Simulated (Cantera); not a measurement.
An adiabatic, constant-volume homogeneous reactor starts with CO : H2 : O2 : N2 = 1 : 0.35 : 0.675 : 2.54 (molar parts), equivalence ratio 1.0, at 1700 K and 5.00 bar. Integrator tolerance rtol = 1e-08.

Computed with Cantera and GRI-Mech 3.0 (53 species, 325 reactions). The hydrogen kinetics of GRI-Mech 3.0 are dated; newer H2 mechanisms differ, most at raised pressure. Above 3000 K some thermodynamic fits are extrapolated.

Task: How do the results move with these cheaper or finer settings: rtol 1e-08 to 0.0001; rtol 1e-08 to 0.01?

Result: 
| setting | time of steepest temperature rise | temperature at 3.00 s | equilibrium temperature | x(CO) at 3.00 s | integrator steps |
|---|---|---|---|---|---|
| as above | 2.47 µs | 3091 K | 3091 K | 0.107 | 1095 |
| rtol 1e-08 to 0.0001 | 2.48 µs | 3091 K | 3091 K | 0.107 | 363 |
| rtol 1e-08 to 0.01 | 3.14 µs | 3091 K | 3091 K | 0.107 | 212 |
